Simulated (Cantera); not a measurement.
Charge: 1 mol Fe, 19 mol H₂O, 1.3 mol H₂, equilibrated at 848.15 K and 1.65 Torr.

Method: chemical equilibrium by Gibbs-energy minimisation in Cantera with the NASA 1993 tables (ideal gas, pure condensed phases). Candidate condensed phases: Fe, FeO, Fe(OH)₂, Fe(OH)₃, Fe₂O₃, Fe₃O₄, H₂O; 12 gas species. Equilibrium is a limit: real reactors are often held back by kinetics, nucleation or transport.

Base state: H₂O 0.870, H₂ 0.130 (mole fractions); condensed: Fe₃O₄(s).

Problem. What changes in the equilibrium state with this change: temperature from 848.15 K to 1598 K?

Solution. 
```csv
species,before,after
H₂O,0.870,0.886
H₂,0.130,0.113
H,<1e-9,0.000382
Fe(OH)₂,<1e-9,3.32e-5
OH,<1e-9,0.000116
Fe,<1e-9,2.80e-5
"Fe₃O₄(s), mol",0.333,0
"FeO(s), mol",0,0.999
```
The tables' stoichiometric FeO is somewhat more stable than real wüstite, so its field is too wide. FeO: taken at fixed stoichiometry.
